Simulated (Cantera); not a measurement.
# Catalytic stagnation flow on Pt

A jet of H2 : O2 : N2 = 0.039 : 0.057 : 0.79 (molar parts), equivalence ratio 0.34 at 300 K and 62.3 Torr hits a platinum plate 2.3 cm away at a mass flux of 0.054 kg/m²/s; the plate temperature is set and raised in steps from an oxygen-covered start.

Computed with Cantera and Deutschmann's 1995 Pt surface mechanism with GRI-Mech 3.0 gas chemistry. Catalytic surfaces can have several steady states; this one follows from the mechanism file's or the stated starting coverage.

| plate T (K) | wall x H2 | wall x O2 | wall x H2O | wall x OH | θ free Pt | θ O* | θ OH* |
|---|---|---|---|---|---|---|---|
| 700 | 0.00217 | 0.0203 | 0.0793 | <1e-8 | 0.194 | 0.800 | 0.00628 |
| 750 | 0.00214 | 0.0203 | 0.0789 | <1e-8 | 0.206 | 0.790 | 0.00467 |
| 800 | 0.00200 | 0.0203 | 0.0788 | <1e-8 | 0.229 | 0.767 | 0.00365 |
| 850 | 0.00177 | 0.0201 | 0.0790 | 1.37e-8 | 0.271 | 0.726 | 0.00300 |
| 900 | 0.00152 | 0.0199 | 0.0792 | 4.49e-8 | 0.328 | 0.670 | 0.00253 |
x: mole fraction at the wall; θ: surface coverage.
